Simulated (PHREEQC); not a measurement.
# Hard or scaling water: an equilibrium model

Dissolve 0.00017 mol CaSO4, 0.00019 mol CO2 and 0.013 mol KCl per kg of water at 20 °C. Closed to the air; pH follows from the charge balance.

Computed with PHREEQC (ion-association model, wateq4f.dat).

No solid was allowed to form.

**Question.** Estimate the pH.

**Answer.** pH 5.06.

**Question.** In which forms is S present?

**Answer.** SO4-2 94 %, KSO4- 4.9 %, CaSO4 1.2 % of the S.
